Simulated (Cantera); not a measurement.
An adiabatic, constant-pressure homogeneous reactor starts with 6.31 % CH₄, 0.562 % C₂H₆, 0.581 % C₃H₈, 7.26 % O₂, 65.7 % N₂, 14.5 % H₂O, 5.11 % H₂, at 1598 K and 0.410 bar.

Cantera simulation using GRI-Mech 3.0 (53 species, 325 reactions); the numbers are that mechanism's predictions, not measurements.

x: mole fraction; the columns are a selection and need not sum to one.

| t (s) | T (K) | x CH₄ | x C₂H₆ | x C₃H₈ | x CH₃ | x O |
|---|---|---|---|---|---|---|
| 1.00e-6 | 1597 | 0.0631 | 0.00560 | 0.00576 | 7.06e-5 | ? |
| 2.93e-6 | 1596 | 0.0631 | 0.00557 | 0.00567 | 0.000234 | ? |
| 8.58e-6 | 1593 | 0.0629 | 0.00543 | 0.00534 | 0.000805 | ? |
| 2.51e-5 | 1586 | 0.0624 | 0.00499 | 0.00428 | 0.00214 | ? |
| 7.37e-5 | 1588 | 0.0598 | 0.00407 | 0.00171 | 0.00295 | ? |
| 0.000216 | 1665 | 0.0449 | 0.00150 | 2.23e-5 | 0.00344 | ? |
| 0.000632 | 2018 | 0.00310 | 2.22e-6 | 5.58e-10 | 0.000894 | ? |
| 0.00185 | 2026 | 0.00235 | 4.13e-7 | 4.65e-11 | 0.000355 | ? |
| 0.00543 | 2020 | 0.00177 | 2.11e-7 | 1.66e-11 | 0.000247 | ? |
| 0.0159 | 2011 | 0.000863 | 4.41e-8 | 1.53e-12 | 0.000108 | ? |
| 0.0466 | 2005 | 6.12e-5 | 2.11e-10 | <1e-12 | 7.20e-6 | 4.30e-7 |
| 0.137 | 2004 | 4.70e-10 | <1e-12 | <1e-12 | 6.00e-11 | 5.08e-7 |
| 0.400 | 2004 | 1.27e-11 | <1e-12 | <1e-12 | 1.64e-12 | 5.12e-7 |

Problem. Some entries are withheld; supply them.

Solution. 
- 1.00e-6, x O: 3.74e-7
- 2.93e-6, x O: 2.07e-6
- 8.58e-6, x O: 4.61e-6
- 2.51e-5, x O: 8.84e-6
- 7.37e-5, x O: 1.54e-5
- 0.000216, x O: 2.94e-5
- 0.000632, x O: 3.26e-6
- 0.00185, x O: 5.83e-7
- 0.00543, x O: 5.36e-7
- 0.0159, x O: 4.67e-7
